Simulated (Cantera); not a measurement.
**Premixed flame**

A freely propagating, adiabatic, planar premixed flame of H₂ : O₂ : N₂ = 1 : 0.82 : 3.08 (molar parts), unburnt at 625 K and 248 Torr; mixture-averaged transport, grid criteria slope 0.08 and curve 0.16, no radiation.

Model: the H2/O2 subset of GRI-Mech 3.0, which has no nitrogen chemistry, integrated in Cantera. Burning velocities carry a grid error of a few per cent, more on coarse grids. Lean hydrogen flames are cellular in practice and burn faster than this planar one.

| z (mm) | T (K) | u (m/s) | x H₂ | x O₂ | x H | x OH | x HO₂ | x H₂O |
|---|---|---|---|---|---|---|---|---|
| -5.71 | 625 | 5.08 | 0.204 | 0.167 | <1e-8 | <1e-8 | <1e-8 | <1e-8 |
| -3.81 | 625 | 5.08 | 0.204 | 0.167 | <1e-8 | <1e-8 | <1e-8 | <1e-8 |
| -2.85 | 625 | 5.08 | 0.204 | 0.167 | <1e-8 | <1e-8 | <1e-8 | <1e-8 |
| -1.90 | 625 | 5.08 | 0.204 | 0.167 | 2.51e-7 | <1e-8 | 1.48e-6 | 3.27e-7 |
| -0.952 | 640 | 5.18 | 0.200 | 0.167 | 0.000274 | 5.72e-5 | 0.000112 | 0.00105 |
| -0.476 | 786 | 6.25 | 0.173 | 0.164 | 0.00523 | 0.000492 | 7.76e-5 | 0.0153 |
| 0 | 1126 | 8.71 | 0.0869 | 0.131 | 0.0279 | 0.00306 | 4.03e-5 | 0.0867 |
| 0.476 | 1388 | 10.6 | 0.0271 | 0.0884 | 0.0372 | 0.00777 | 2.30e-5 | 0.158 |
| 0.952 | 1519 | 11.6 | 0.0179 | 0.0787 | 0.0312 | 0.0101 | 1.73e-5 | 0.175 |
| 1.90 | 1656 | 12.5 | 0.0156 | 0.0754 | 0.0218 | 0.0120 | 1.31e-5 | 0.184 |
| 3.81 | 1791 | 13.4 | 0.0126 | 0.0733 | 0.0132 | 0.0131 | 9.42e-6 | 0.194 |
| 7.61 | 1910 | 14.2 | 0.00889 | 0.0720 | 0.00662 | 0.0127 | 6.22e-6 | 0.203 |
| 15.2 | 2002 | 14.7 | 0.00522 | 0.0715 | 0.00266 | 0.0108 | 3.79e-6 | 0.212 |
x: mole fraction of selected species; z is measured from the peak of heat release.

The laminar burning velocity comes out as 508 cm/s and the thermal thickness is 1.90 mm. The peak x(H) is 0.0375 and the peak x(OH) is 0.0132. The peak x(HO₂) comes out as 0.000113. The grid points comes out as 132.
